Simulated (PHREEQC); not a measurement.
# Geothermal or formation water: an equilibrium model

A made-up water analysis in mmol/kgw, 55 °C, pH 6.81:

```
constituent           mmol/kgw
--------------------  --------
Na                         143
K                         6.13
Ca                           2
Mg                        7.03
Cl                         152
S(6)                      7.22
Alkalinity (meq/kgw)   0.00111
Si                      0.0255
```

Cl is adjusted to close the charge balance.
Valence states are taken as typed.

All values are PHREEQC results (Pitzer model, pitzer.dat), not measurements.

```
Property                      Value
--------------------  -------------
ionic strength        0.183 mol/kgw
specific conductance    29000 µS/cm
density                 0.993 g/cm³
osmotic coefficient           0.908
```

```tsv
species	molality	activity	log γ
Cl-	0.153	0.109	-0.145
Na+	0.143	0.106	-0.130
SO4-2	0.00722	0.00148	-0.687
Mg+2	0.00703	0.00200	-0.545
K+	0.00613	0.00444	-0.140
Ca+2	0.00200	0.000522	-0.583
H4SiO4	2.54e-5	2.58e-5	0.007
OH-	6.87e-7	4.70e-7	-0.165
HCO3-	3.63e-7	2.76e-7	-0.118
MgOH+	2.46e-7	2.15e-7	-0.057
H+	2.04e-7	1.55e-7	-0.120
H3SiO4-	9.06e-8	5.85e-8	-0.190
CO2	7.90e-8	8.12e-8	0.012
HSO4-	7.32e-8	5.25e-8	-0.144
```

This is a speciation only: nothing precipitates in the calculation. At this temperature some constants are extrapolated from 25 °C, and those without enthalpy data are left unchanged.
